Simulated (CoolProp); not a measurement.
Vapour-liquid equilibrium of n-pentane (1) + toluene (2) at 0.148 MPa; x and y are mole fractions of (1).

Model: multi-fluid Helmholtz-energy mixture model, Thol 2019 and Lemmon 2006; pair parameters Bell 2016, in CoolProp.

```tsv
x	bubble temperature, mixture model (K)	bubble temperature, Raoult's law (K)	y, mixture model	y, Raoult's law
0.05	384.7	387.7	0.320	0.274
0.125	?	375.5	0.582	0.528
0.2	359.9	365.9	0.718	0.679
0.275	352.4	358.1	0.797	0.775
0.35	346.6	351.6	0.847	0.838
0.425	342.0	346.1	0.882	0.882
0.5	?	341.4	0.908	0.914
0.575	?	337.3	?	0.937
0.65	332.0	333.6	?	0.955
0.725	?	330.4	?	0.969
0.8	326.9	327.4	0.971	0.980
0.875	?	324.7	0.982	0.989
0.95	322.3	322.3	0.993	0.996
```

Task: Fill in the missing entries.

Result: 
- 0.125, bubble temperature, mixture model (K): 370.2
- 0.5, bubble temperature, mixture model (K): 338.2
- 0.575, bubble temperature, mixture model (K): 334.9
- 0.575, y, mixture model: 0.928
- 0.65, y, mixture model: 0.944
- 0.725, bubble temperature, mixture model (K): 329.3
- 0.725, y, mixture model: 0.958
- 0.875, bubble temperature, mixture model (K): 324.5

The largest gap from Raoult's law is -6.0 K in bubble temperature, at x = 0.2. No azeotrope shows between x = 0.05 and 0.95.

Pair parameters are fitted to limited data, so mixtures are less certain than the pure fluids.
